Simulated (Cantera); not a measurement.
Input (Python, Cantera) and output of one run.

```python
import numpy as np
import cantera as ct

gas_names = """
    H HO2 H2 H2O H2O2 O OH O2 O3 Pb PbO Pb2
""".split()
cond_names = """
    H2O(s) H2O(L) Pb(cr) Pb(L) PbO(rd) PbO(yw) PbO(L) PbO2(s) Pb3O4(s)
""".split()


# ... load() reads the species with a 1 bar reference pressure and builds the phases ...
atoms = {
    'Pb': {'Pb': 1},
    'O2': {'O': 2},
    'H2': {'H': 2},
}
top_T = {'Pb3O4(s)': 820}  # K; cautious upper limits of use, not melting points


# ... equilibrate(T, P, feed) seeds the gas with the atoms and calls Mixture.equilibrate('TP', solver="vcs", rtol=1e-11, max_steps=5000) ...
results = []
feed = {'Pb': 1, 'O2': 0.2, 'H2': 1.4}  # mol
T = 925  # K
P = 9500  # Pa
mix = equilibrate(T, P, feed)
results.append((T, P, feed, dict(zip(mix.species_names, mix.species_moles))))
x = sorted(zip(gas.X, gas.species_names), reverse=True)
print(f"T = {T:g} K  P = {P:g} Pa  gas = {mix.phase_moles(0):.4g} mol")
print("   x: " + "  ".join(f"{s} {v:.3e}" for v, s in x if v > 0.0001))
print("   condensed (mol): " + ("  ".join(f"{mix.phase(i).name} {mix.phase_moles(i):.4g}"
      for i in range(1, mix.n_phases) if mix.phase_moles(i) > 1e-12) or "none"))
```

Result:

```
T = 925 K  P = 9500 Pa  gas = 1.4 mol
   x: H2 7.143e-01  H2O 2.857e-01
   condensed (mol): Pb(L) 1
```

Equilibrium computed with Cantera from the NASA thermochemical tables; the gas is ideal and each condensed phase is pure.
